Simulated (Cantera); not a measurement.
A Cantera script and what it prints.

```python
import numpy as np
import cantera as ct

gas_names = """
    CL CL2 H HCL H2 N NH NH2 NH3 N2 N2H2 N2H4 Si SiCL SiCL2 SiCL3 SiCL4 SiH SiHCL3 SiH2 SiH2CL2 SiH3
    SiH3CL SiH4 SiN Si2 Si2N Si3
""".split()
cond_names = """
    NH4CL(a) NH4CL(b) Si(cr) Si(L) Si3N4(a)
""".split()


# ... load() reads the species with a 1 bar reference pressure and builds the phases ...
atoms = {
    'SiHCl3': {'Si': 1, 'H': 1, 'CL': 3},
    'N2': {'N': 2},
}
top_T = {'Si3N4(a)': 2400}  # K; cautious upper limits of use, not melting points


# ... equilibrate(T, P, feed) seeds the gas with the atoms and calls Mixture.equilibrate('TP', solver="vcs", rtol=1e-11, max_steps=5000) ...
results = []
feed = {'SiHCl3': 1, 'N2': 46}  # mol
T = 1875  # K
P = 10000  # Pa
mix = equilibrate(T, P, feed)
results.append((T, P, feed, dict(zip(mix.species_names, mix.species_moles))))
print(gas.report(threshold=1e-05))
for i in range(1, mix.n_phases):
    print(f"{mix.phase(i).name:16s} {mix.phase_moles(i):12.5e} mol")
```

Output:

```
       temperature   1875 K
          pressure   10000 Pa
           density   0.019036 kg/m^3
  mean mol. weight   29.676 kg/kmol
   phase of matter   gas

                          1 kg             1 kmol
                     ---------------   ---------------
          enthalpy        1.5833e+06        4.6988e+07  J
   internal energy         1.058e+06        3.1398e+07  J
           entropy            9211.4        2.7336e+05  J/K
    Gibbs function       -1.5688e+07       -4.6556e+08  J
 heat capacity c_p              1221             36235  J/K
 heat capacity c_v            940.85             27921  J/K

                      mass frac. Y      mole frac. X     chem. pot. / RT
                     ---------------   ---------------   ---------------
                CL         0.0010353        0.00086671           -24.128
                 H        2.3612e-06        6.9516e-05           -14.185
               HCL           0.02275          0.018518           -38.313
                H2        7.6403e-05         0.0011247            -28.37
                N2           0.90489           0.95858            -29.07
              SiCL        4.3655e-05        2.0391e-05            -33.42
             SiCL2          0.064878          0.019451           -57.549
             SiCL3         0.0056632         0.0012501           -81.677
             SiCL4        0.00064793        0.00011318           -105.81
     [  +19 minor]         1.265e-05        4.7739e-06

Si(L)             0.00000e+00 mol
Si3N4(a)          0.00000e+00 mol
```

These are equilibrium values from Cantera (NASA tables, ideal gas, pure condensed phases), not measurements of a reactor. The tables' values for SiCl3, SiCl are old estimates; treat these amounts as uncertain.
